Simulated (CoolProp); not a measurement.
200 sccm (0 °C, 1 atm) of nitrogen bubbles through liquid n-octane at 335.6 K and leaves saturated at a total pressure of 0.15 MPa (ideal gas phase). Each further row changes one setting.

Model: reference Helmholtz-energy equation of state, Beckmüller 2019, in CoolProp.

| case | vapour pressure (kPa) | mole fraction of vapour | delivery (mg/min) | delivery (sccm) | change of delivery for a bath 1 K warmer (%) |
|---|---|---|---|---|---|
| as stated | 11.6 | ___ | ___ | ___ | 4.7 |
| bath temperature 340.6 K | 14.3 | ___ | ___ | ___ | 4.6 |
| total pressure 0.3 MPa | 11.6 | ___ | 41.2 | ___ | 4.5 |

Q: Complete the blanks.

A: 
- as stated, mole fraction of vapour: 0.0776
- as stated, delivery (mg/min): 85.8
- as stated, delivery (sccm): 16.8
- bath temperature 340.6 K, mole fraction of vapour: 0.0955
- bath temperature 340.6 K, delivery (mg/min): 108
- bath temperature 340.6 K, delivery (sccm): 21.1
- total pressure 0.3 MPa, mole fraction of vapour: 0.0388
- total pressure 0.3 MPa, delivery (sccm): 8.08
